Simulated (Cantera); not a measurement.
## Hydrocarbon pyrolysis for carbon deposition

An isothermal, constant-pressure homogeneous reactor starts with C₂H₆ : N₂ = 1 : 9.2 (molar parts), at 1625 K and 13300 Pa.

Model: GRI-Mech 3.0 (53 species, 325 reactions), integrated in Cantera. GRI-Mech 3.0 stops at C3 and has no aromatics, soot or wall deposition, so with more carbon than oxygen in the feed, carbon stays in small species such as C2H2 where larger ones or solid carbon would form.

```json
[
 {"t (s)": "2.00e-5", "x C₂H₆": "0.0941", "x H": "6.64e-5", "x CH₂": "3.55e-6", "x C₂H₂": "4.74e-7", "x C₂H₄": "0.000605"},
 {"t (s)": "4.78e-5", "x C₂H₆": "0.0840", "x H": "0.000206", "x CH₂": "1.23e-5", "x C₂H₂": "5.14e-5", "x C₂H₄": "0.00578"},
 {"t (s)": "0.000114", "x C₂H₆": "0.0566", "x H": "0.000344", "x CH₂": "1.92e-5", "x C₂H₂": "0.00141", "x C₂H₄": "0.0242"},
 {"t (s)": "0.000274", "x C₂H₆": "0.0194", "x H": "0.000434", "x CH₂": "1.54e-5", "x C₂H₂": "0.0109", "x C₂H₄": "0.0441"},
 {"t (s)": "0.000654", "x C₂H₆": "0.00208", "x H": "0.000331", "x CH₂": "5.14e-6", "x C₂H₂": "0.0324", "x C₂H₄": "0.0362"},
 {"t (s)": "0.00156", "x C₂H₆": "0.000188", "x H": "0.000142", "x CH₂": "8.80e-7", "x C₂H₂": "0.0488", "x C₂H₄": "0.0211"},
 {"t (s)": "0.00374", "x C₂H₆": "3.62e-5", "x H": "6.96e-5", "x CH₂": "2.00e-7", "x C₂H₂": "0.0585", "x C₂H₄": "0.0113"},
 {"t (s)": "0.00894", "x C₂H₆": "1.45e-5", "x H": "4.71e-5", "x CH₂": "8.42e-8", "x C₂H₂": "0.0649", "x C₂H₄": "0.00466"},
 {"t (s)": "0.0214", "x C₂H₆": "1.19e-5", "x H": "4.61e-5", "x CH₂": "7.34e-8", "x C₂H₂": "0.0687", "x C₂H₄": "0.000957"},
 {"t (s)": "0.0511", "x C₂H₆": "1.09e-5", "x H": "4.87e-5", "x CH₂": "7.33e-8", "x C₂H₂": "0.0701", "x C₂H₄": "0.000299"},
 {"t (s)": "0.122", "x C₂H₆": "8.38e-6", "x H": "5.15e-5", "x CH₂": "6.63e-8", "x C₂H₂": "0.0717", "x C₂H₄": "0.000254"},
 {"t (s)": "0.292", "x C₂H₆": "4.87e-6", "x H": "5.68e-5", "x CH₂": "5.38e-8", "x C₂H₂": "0.0743", "x C₂H₄": "0.000203"},
 {"t (s)": "0.699", "x C₂H₆": "1.87e-6", "x H": "6.44e-5", "x CH₂": "3.66e-8", "x C₂H₂": "0.0774", "x C₂H₄": "0.000167"},
 {"t (s)": "1.67", "x C₂H₆": "4.64e-7", "x H": "7.20e-5", "x CH₂": "2.00e-8", "x C₂H₂": "0.0797", "x C₂H₄": "0.000156"},
 {"t (s)": "4.00", "x C₂H₆": "9.26e-8", "x H": "7.64e-5", "x CH₂": "9.25e-9", "x C₂H₂": "0.0809", "x C₂H₄": "0.000156"}
]
```
x: mole fraction; the columns are a selection and need not sum to one.

Equilibrium at this temperature and pressure: C₂H₆ 5.63e-9, H 7.86e-5, CH₂ 1.87e-9, C₂H₂ 0.0372, C₂H₄ 7.21e-5 (gas phase only).
